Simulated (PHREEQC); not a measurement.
## Copper plating or etch bath: an equilibrium model

Make-up at 25 °C: 0.0037 mol CuCl2, 0.00028 mol HBF4 and 0.00025 mol FeCl3 per kg of water. Closed to the air; pH follows from the charge balance.

All values are PHREEQC results (ion-association model, phreeqc.dat), not measurements.

Precipitation was switched off in this run.

**Question.** Estimate the pH.

**Answer.** pH 3.12.

**Question.** In which forms is Cu present?

**Answer.** Cu+2 98 %, CuCl+ 1.4 % of the Cu.

Saturation is exceeded, for instance for Hematite (slow to form), Goethite (slow to form); the values hold only as long as no solid forms. Real BF4- forms and hydrolyses slowly; the run takes it at equilibrium. Fluoro complexes past AlF4- and FeF3 are missing from the database.
